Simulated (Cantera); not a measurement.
A closed system holds: 1 mol SiC, 0.4 mol H2O, 24 mol N2, at 0.400 Pa.

Method: chemical equilibrium by Gibbs-energy minimisation in Cantera with the NASA 1993 tables (ideal gas, pure condensed phases). Candidate condensed phases: C, C6H6, C7H8, C8H18, H2O, Si, SiC, SiO2, Si2N2O, Si3N4; 151 gas species. The numbers say what is thermodynamically allowed, not how fast it happens. All values below are at 1600 K.

Base state: N2 0.963, H2 0.0144, CO 0.00990, SiO 0.00614, Si 0.00375, H 0.00326, HCN 1.65e-5, Si2C 1.19e-5 (mole fractions); condensed: SiC(s).

**Question.** What changes in the equilibrium state with this change: N2 from 24 to 360 mol?

**Answer.** 
```csv
species,before,after
N2,0.963,0.996
CO,0.00990,0.00106
Si,0.00375,0.00102
H2,0.0144,0.000732
SiO,0.00614,4.86e-5
H,0.00326,0.000736
"SiC(s), mol",0.752,0.611
```
